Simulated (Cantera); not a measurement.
Charge: 1 mol CH2F2, 0.029 mol CH4, 14 mol H2, equilibrated at 24.0 mbar.

Cantera equilibrium calculation (NASA polynomials, part measured and part estimated; ideal gas, pure solids and liquids). Candidate condensed phases: C, C6H6, C7H8, C8H18; 95 gas species. Kinetics and transport are ignored.

Task: What share of the C ends up in condensed phases as a function of T (K), at 650, 700, 750, 800, 850, 900, 950, 1000?

Result: 
```json
[
 {"T (K)": "650", "C condensed (%)": "0.0", "as": "-"},
 {"T (K)": "700", "C condensed (%)": "0.0", "as": "-"},
 {"T (K)": "750", "C condensed (%)": "23.9", "as": "C(graphite)"},
 {"T (K)": "800", "C condensed (%)": "64.5", "as": "C(graphite)"},
 {"T (K)": "850", "C condensed (%)": "82.8", "as": "C(graphite)"},
 {"T (K)": "900", "C condensed (%)": "91.2", "as": "C(graphite)"},
 {"T (K)": "950", "C condensed (%)": "95.2", "as": "C(graphite)"},
 {"T (K)": "1000", "C condensed (%)": "97.3", "as": "C(graphite)"}
]
```
